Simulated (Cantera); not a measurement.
An isothermal, constant-pressure homogeneous reactor starts with 4.00 % C2H6, 96.0 % N2, at 1150 K and 1.70 bar.

Computed with Cantera and GRI-Mech 3.0 (53 species, 325 reactions). GRI-Mech 3.0 stops at C3 and has no aromatics, soot or wall deposition, so with more carbon than oxygen in the feed, carbon stays in small species such as C2H2 where larger ones or solid carbon would form.

Problem. Predict: x(C2H6) at 10.0 s; x(CH3) at 10.0 s; x(CH4) at 10.0 s; x(C2H2) at 10.0 s; x(H2) at 10.0 s.

Solution. x(C2H6) at 10.0 s: 0.000378 (gas-phase equilibrium 3.88e-5)
x(CH3) at 10.0 s: 5.29e-7 (gas-phase equilibrium 2.84e-7)
x(CH4) at 10.0 s: 0.0107 (gas-phase equilibrium 0.0360)
x(C2H2) at 10.0 s: 0.0116 (gas-phase equilibrium 0.00500)
x(H2) at 10.0 s: 0.0388 (gas-phase equilibrium 0.0187)
